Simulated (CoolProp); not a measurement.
Saturation properties of octamethyltrisiloxane (MDM).

The numbers come from the reference Helmholtz-energy equation of state, Thol 2017 in CoolProp.

```tsv
T (K)	p (bar)	liquid density (kg/m³)	surface tension (mN/m)
433.6	1.242	665.0	5.85
441.2	1.496	655.1	5.35
448.8	1.788	644.8	4.88
456.4	2.121	634.2	4.41
464	2.500	623.3	3.96
471.6	2.928	612.0	3.53
479.2	3.409	600.1	3.11
486.8	3.948	587.7	2.71
494.4	4.549	574.7	2.33
502	5.218	560.9	1.97
509.6	5.958	546.2	1.63
517.2	6.777	530.3	1.31
```

It boils at 425.6 K under 1 atm.

Surface tension comes from a separate correlation (Mulero 2014), older than this fluid's equation and unchecked against measurements.
